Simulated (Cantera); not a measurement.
A freely propagating, adiabatic, planar premixed flame of H2 : O2 : N2 = 1 : 0.179 : 0.671 (molar parts), equivalence ratio 2.8, unburnt at 600 K and 1.01 bar; mixture-averaged transport, grid criteria slope 0.08 and curve 0.16, no radiation.

Computed with Cantera and the H2/O2 subset of GRI-Mech 3.0, which has no nitrogen chemistry. Burning velocities carry a grid error of a few per cent, more on coarse grids.

**Question.** Predict: laminar burning velocity; thermal thickness; peak x(OH); peak x(O); peak x(H); peak x(HO2).

**Answer.** 
```json
{
 "laminar_burning_velocity": "810 cm/s",
 "thermal_thickness": "0.473 mm",
 "peak x(OH)": "0.00180",
 "peak x(O)": "0.00206",
 "peak x(H)": "0.0783",
 "peak x(HO2)": "0.000224"
}
```
